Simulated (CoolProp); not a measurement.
Properties of nitrogen along the isotherm 282.4 K.

The numbers come from the reference Helmholtz-energy equation of state, Span 2000 in CoolProp.

| p (kPa) | phase | Z | Joule-Thomson coefficient (K/MPa) | Prandtl number | fugacity coefficient |
|---|---|---|---|---|---|
| 121 | gas | 0.9996 | 2.412 | 0.720 | 0.9996 |
| 243 | gas | 0.9992 | 2.402 | 0.721 | 0.9992 |
| 364 | gas | 0.9988 | 2.392 | 0.722 | 0.9988 |
| 485 | gas | 0.9984 | 2.382 | 0.723 | 0.9983 |
| 606 | gas | 0.9980 | 2.372 | 0.724 | 0.9979 |
| 728 | gas | 0.9976 | 2.362 | 0.725 | 0.9975 |
| 849 | gas | 0.9972 | 2.352 | 0.726 | 0.9971 |
| 970 | gas | 0.9969 | 2.342 | 0.727 | 0.9967 |
| 1090 | gas | 0.9965 | 2.332 | 0.728 | 0.9964 |
| 1210 | gas | 0.9962 | 2.322 | 0.729 | 0.9960 |
| 1330 | gas | 0.9958 | 2.312 | 0.730 | 0.9956 |
| 1460 | gas | 0.9955 | 2.301 | 0.731 | 0.9952 |
| 1580 | gas | 0.9951 | 2.291 | 0.731 | 0.9948 |
| 1700 | gas | 0.9948 | 2.281 | 0.732 | 0.9945 |

Viscosity comes from a separate model (Lemmon 2004). Thermal conductivity comes from a separate model (Lemmon 2004).
